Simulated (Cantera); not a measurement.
**Equilibrium for silicon nitride deposition: Si₂Cl₆ + NH₃ + N₂**

Input: 1 mol Si₂Cl₆, 6.2 mol NH₃, 3.6 mol N₂, at 46.0 Pa.

Equilibrium computed with Cantera from the NASA thermochemical tables; the gas is ideal and each condensed phase is pure. Candidate condensed phases: NH₄Cl, Si, Si₃N₄; 28 gas species. The feed counts by its element totals alone. The tables' values for SiCl, SiCl₃, SiN are old estimates; treat these amounts as uncertain. Gases not in the tables: Si₂H₆ and higher silanes. Kinetics and transport are ignored.

| T (°C) | log p H₂ | log p N₂ | log p HCl | log p SiCl₂ | log p H | log p Si | log p SiCl₄ | n Si₃N₄(s) | n Si(s) | n Si(l) |
|---|---|---|---|---|---|---|---|---|---|---|
| 452 | -3.75 | -3.84 | -3.87 | -13.66 | -14.91 | <-15 | -5.25 | 0.594 | 0 | 0 |
| 552 | -3.77 | -3.85 | -3.85 | -11.27 | -12.98 | <-15 | -5.44 | 0.620 | 0 | 0 |
| 652 | -3.77 | -3.85 | -3.83 | -9.42 | -11.47 | <-15 | -5.61 | 0.635 | 0 | 0 |
| 752 | -3.78 | -3.85 | -3.83 | -7.93 | -10.25 | <-15 | -5.75 | 0.643 | 0 | 0 |
| 852 | -3.78 | -3.85 | -3.82 | -6.73 | -9.24 | <-15 | -5.88 | 0.645 | 0 | 0 |
| 952 | -3.77 | -3.85 | -3.83 | -5.75 | -8.39 | -13.71 | -6.05 | 0.626 | 0 | 0 |
| 1052 | -3.76 | -3.84 | -3.88 | -5.02 | -7.67 | -11.48 | -6.39 | 0.527 | 0 | 0 |
| 1152 | -3.73 | -3.82 | -4.01 | -4.60 | -7.03 | -9.58 | -7.06 | 0.320 | 0 | 0 |
| 1252 | -3.71 | -3.80 | -4.20 | -4.39 | -6.48 | -7.93 | -7.95 | 0.100 | 0 | 0 |
| 1352 | -3.70 | -3.79 | -4.29 | -4.33 | -6.00 | -6.79 | -8.70 | 0 | 0.0587 | 0 |
| 1452 | -3.71 | -3.79 | -4.29 | -4.34 | -5.58 | -5.99 | -9.24 | 0 | 0 | 0.0214 |
| 1552 | -3.72 | -3.80 | -4.25 | -4.38 | -5.22 | -5.40 | -9.66 | 0 | 0 | 0 |
| 1652 | -3.75 | -3.81 | -4.19 | -4.46 | -4.90 | -5.02 | -10.01 | 0 | 0 | 0 |
log p: log10 of the partial pressure in bar; n: condensed amount in mol.

From 452 °C to 1252 °C the condensed part is Si₃N₄(s). At 1352 °C the condensed part is Si(s). At 1452 °C the condensed part is Si(l). From 1552 °C to 1652 °C nothing is condensed. The main Si-bearing gas is SiCl₄ at 452 °C and SiCl₂ at 1652 °C.
